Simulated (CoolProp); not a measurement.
Dimethyl ether along the isotherm 324.6 K: density (kg/m³) from the reference equation and from simpler models built on Tc = 400.4 K, pc = 5.337 MPa, ω = 0.196; each cubic takes its own stable root.

Model: reference Helmholtz-energy equation of state, Wu 2011, in CoolProp.

```csv
p (MPa),phase,reference
0.334,gas,5.977
0.667,gas,12.60
1,gas,20.16
1.33,liquid,616.1
1.67,liquid,617.1
2,liquid,618.2
2.33,liquid,619.2
2.67,liquid,620.2
```

Problem. How far does each simpler model (van der Waals, Redlich-Kwong, Soave-Redlich-Kwong, Peng-Robinson) lie from the reference over these 8 states: mean and median of the absolute difference, and the worst?

Solution. 
- van der Waals: mean 46.5 %, median 39.0 %, worst -95.7 % at 324.6 K and 1.33 MPa
- Redlich-Kwong: mean 19.5 %, median 13.7 %, worst -95.5 % at 324.6 K and 1.33 MPa
- Soave-Redlich-Kwong: mean 7.1 %, median 10.5 %, worst -10.8 % at 324.6 K and 1.33 MPa
- Peng-Robinson: mean 1.0 %, median 1.2 %, worst +1.5 % at 324.6 K and 2.67 MPa

At some of these states van der Waals, Redlich-Kwong gives the other phase, because its saturation line lies elsewhere.
